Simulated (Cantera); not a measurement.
A perfectly stirred reactor is fed with 17.7 % CH4, 81.2 % H2O, 1.13 % H2, at 28000 Pa; it is held at 1625 K, and followed from long to short residence time.

Cantera simulation using GRI-Mech 3.0 (53 species, 325 reactions); the numbers are that mechanism's predictions, not measurements.

Problem. Predict: x(CH4) at τ = 9.10 s; x(H2O) at τ = 9.10 s; x(H2) at τ = 9.10 s; x(C2H4) at τ = 9.10 s; x(C2H) at τ = 9.10 s; x(CH4) at τ = 41.0 ms; x(H2O) at τ = 41.0 ms; x(H2) at τ = 41.0 ms; x(C2H4) at τ = 41.0 ms; x(C2H) at τ = 41.0 ms.

Solution. 
| Quantity | Value |
|---|---|
| x(CH4) at τ = 9.10 s | 0.0157 |
| x(H2O) at τ = 9.10 s | 0.491 |
| x(H2) at τ = 9.10 s | 0.379 |
| x(C2H4) at τ = 9.10 s | 8.81e-5 |
| x(C2H) at τ = 9.10 s | 5.98e-9 |
| x(CH4) at τ = 41.0 ms | 0.112 |
| x(H2O) at τ = 41.0 ms | 0.762 |
| x(H2) at τ = 41.0 ms | 0.0963 |
| x(C2H4) at τ = 41.0 ms | 0.00170 |
| x(C2H) at τ = 41.0 ms | 2.36e-8 |
